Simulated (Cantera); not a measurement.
# Equilibrium for carbon deposition, reforming and gasification: C3H6 + O2 + N2

Feed: 1 mol C3H6, 1.2 mol O2, a varied amount of N2, at 2025 K and 1.00 Torr.

Equilibrium computed with Cantera from the NASA thermochemical tables; the gas is ideal and each condensed phase is pure. Candidate condensed phases: C, C6H6, C7H8, C8H18, H2O; 136 gas species. Kinetics and transport are ignored.

```json
[
 {"n(N2) (mol)": "2.8", "log p N2": "-3.35", "log p H2": "-3.34", "log p CO": "-3.42", "log p H": "-4.39", "log p HCN": "-5.14", "n C(graphite)": "0.546"},
 {"n(N2) (mol)": "6.3", "log p N2": "-3.15", "log p H2": "-3.50", "log p CO": "-3.57", "log p H": "-4.47", "log p HCN": "-5.12", "n C(graphite)": "0.522"},
 {"n(N2) (mol)": "9.7", "log p N2": "-3.07", "log p H2": "-3.61", "log p CO": "-3.68", "log p H": "-4.52", "log p HCN": "-5.13", "n C(graphite)": "0.505"},
 {"n(N2) (mol)": "13", "log p N2": "-3.03", "log p H2": "-3.70", "log p CO": "-3.76", "log p H": "-4.57", "log p HCN": "-5.16", "n C(graphite)": "0.492"},
 {"n(N2) (mol)": "17", "log p N2": "-3.00", "log p H2": "-3.79", "log p CO": "-3.85", "log p H": "-4.61", "log p HCN": "-5.19", "n C(graphite)": "0.477"},
 {"n(N2) (mol)": "20", "log p N2": "-2.98", "log p H2": "-3.85", "log p CO": "-3.90", "log p H": "-4.64", "log p HCN": "-5.21", "n C(graphite)": "0.468"},
 {"n(N2) (mol)": "24", "log p N2": "-2.97", "log p H2": "-3.92", "log p CO": "-3.97", "log p H": "-4.67", "log p HCN": "-5.23", "n C(graphite)": "0.456"},
 {"n(N2) (mol)": "27", "log p N2": "-2.96", "log p H2": "-3.96", "log p CO": "-4.01", "log p H": "-4.70", "log p HCN": "-5.25", "n C(graphite)": "0.448"},
 {"n(N2) (mol)": "30", "log p N2": "-2.95", "log p H2": "-4.00", "log p CO": "-4.05", "log p H": "-4.72", "log p HCN": "-5.27", "n C(graphite)": "0.441"},
 {"n(N2) (mol)": "34", "log p N2": "-2.94", "log p H2": "-4.05", "log p CO": "-4.09", "log p H": "-4.74", "log p HCN": "-5.29", "n C(graphite)": "0.431"},
 {"n(N2) (mol)": "37", "log p N2": "-2.94", "log p H2": "-4.08", "log p CO": "-4.13", "log p H": "-4.76", "log p HCN": "-5.30", "n C(graphite)": "0.424"},
 {"n(N2) (mol)": "41", "log p N2": "-2.93", "log p H2": "-4.13", "log p CO": "-4.16", "log p H": "-4.78", "log p HCN": "-5.32", "n C(graphite)": "0.416"}
]
```
log p: log10 of the partial pressure in bar; n: condensed amount in mol.

From 2.8 mol N2 to 41 mol N2 the condensed part is C(graphite). The main C-bearing gas is CO throughout. The share of C in condensed phases is highest at 2.8 mol N2 (18.2 %) and lowest at 41 mol N2 (13.9 %).
